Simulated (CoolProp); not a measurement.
A simple Rankine cycle with R21: condensing at 314.15 K, boiler at 4.64 MPa, turbine inlet 449.3 K, turbine efficiency 0.8, pump efficiency 0.6, no recuperator. Each further row changes one setting.

Computed with CoolProp (reference Helmholtz-energy equation of state, Platzer 1990). This equation is an older, rougher fit; its heat capacities, sound speeds and derivatives of the liquid may be far off and weren't checked against measurements.

```csv
case,thermal efficiency (%),net work (kJ/kg),heat in (kJ/kg),turbine exit temperature (K),volume ratio over the turbine
as stated,16.5,40.7,247,314.1,17.6
turbine inlet 469.3 K,17.4,48.3,277,326.3,(withheld)
condensing temperature 306.15 K,17.5,44.7,255,306.2,22.3
boiler pressure 3.25 MPa,16.1,45.0,279,(withheld),10.2
turbine efficiency 0.7,14.1,(withheld),247,314.1,18.1
```

Task: Complete the blanks.

Result: 
- turbine inlet 469.3 K, volume ratio over the turbine: 15.2
- boiler pressure 3.25 MPa, turbine exit temperature (K): 333.4
- turbine efficiency 0.7, net work (kJ/kg): 34.9

The expansion ends wet for: as stated; condensing temperature 306.15 K; turbine efficiency 0.7.
